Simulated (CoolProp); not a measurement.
Properties of R1336mzz(E) along the isobar 5.7 MPa (Tc = 403.5 K, pc = 2.779 MPa, ω = 0.413).

Computed with CoolProp (reference Helmholtz-energy equation of state, Akasaka 2023).

```csv
T (K),phase,Z,isothermal compressibility (1/MPa)
331.4,liquid,0.2716,0.004889
338.6,liquid,0.2709,0.005652
345.7,liquid,0.2707,0.006570
352.9,liquid,0.2710,0.007718
360,liquid,0.2718,0.009128
367.1,liquid,0.2732,0.01090
374.3,liquid,0.2753,0.01320
381.4,liquid,0.2783,0.01615
388.6,liquid,0.2823,0.02009
395.7,liquid,0.2874,0.02533
402.9,liquid,0.2942,0.03273
410,supercritical,0.3029,0.04328
```
